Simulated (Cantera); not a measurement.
# BF3 + N2 + H2 + H2O (boron, boron nitride and boron oxide)

A closed system holds: 1 mol BF3, 2 mol N2, 1 mol H2, 4.2 mol H2O, held at 800 Pa.

These are equilibrium values from Cantera (NASA tables, ideal gas, pure condensed phases), not measurements of a reactor. Candidate condensed phases: B, BN, B2O3, B3O3H3, H2O; 62 gas species. Gases not in the tables: H3BO3. Rates play no part.

```csv
T (°C),log p H2O,log p HF,log p N2,log p H2,log p BOF,log p BF3,log p HBO2,n B2O3(l)
752,-2.51,-2.75,-2.73,-3.03,-5.24,-3.50,-5.62,0.266
802,-2.53,-2.73,-2.73,-3.03,-4.82,-3.57,-5.21,0.288
852,-2.54,-2.70,-2.73,-3.03,-4.44,-3.64,-4.84,0.300
902,-2.55,-2.69,-2.73,-3.03,-4.10,-3.72,-4.51,0.295
952,-2.56,-2.68,-2.74,-3.04,-3.80,-3.82,-4.21,0.261
1002,-2.57,-2.69,-2.74,-3.04,-3.53,-3.95,-3.93,0.183
1052,-2.58,-2.72,-2.75,-3.05,-3.31,-4.14,-3.67,0.0400
1102,-2.59,-2.72,-2.76,-3.06,-3.24,-4.39,-3.60,0
1152,-2.59,-2.71,-2.76,-3.06,-3.23,-4.67,-3.59,0
1202,-2.60,-2.70,-2.76,-3.06,-3.22,-4.94,-3.59,0
1252,-2.60,-2.70,-2.76,-3.06,-3.22,-5.20,-3.58,0
1302,-2.60,-2.70,-2.76,-3.06,-3.22,-5.45,-3.58,0
1352,-2.60,-2.70,-2.76,-3.06,-3.22,-5.69,-3.57,0
1402,-2.60,-2.70,-2.76,-3.06,-3.23,-5.91,-3.57,0
```
log p: log10 of the partial pressure in bar; n: condensed amount in mol.

From 752 °C to 1052 °C the condensed part is B2O3(l). From 1102 °C to 1402 °C nothing is condensed.
